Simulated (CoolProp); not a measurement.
Vapour-liquid equilibrium of n-pentane (1) + cyclohexane (2) at 323 kPa; x and y are mole fractions of (1).

Values from CoolProp's multi-fluid Helmholtz-energy mixture model, Thol 2019 and Zhou 2014; pair parameters Bell 2016.

```csv
x,"bubble temperature, mixture model (K)","bubble temperature, Raoult's law (K)","y, mixture model","y, Raoult's law"
0.05,393.3,393.7,0.140,0.142
0.125,387.1,387.7,0.307,0.314
0.2,381.6,382.4,0.438,0.450
0.275,376.8,377.7,0.542,0.558
0.35,372.6,373.4,0.627,0.646
0.425,368.8,369.5,0.697,0.718
0.5,365.4,365.9,0.756,0.778
0.575,362.2,362.6,0.806,0.828
0.65,359.3,359.6,0.850,0.870
0.725,356.7,356.8,0.889,0.906
0.8,354.1,354.2,0.923,0.937
0.875,351.8,351.8,0.954,0.963
0.95,349.5,349.5,0.983,0.986
```

The largest gap from Raoult's law is -0.9 K in bubble temperature, at x = 0.275. No azeotrope shows between x = 0.05 and 0.95.

Pair parameters are fitted to limited data, so mixtures are less certain than the pure fluids.
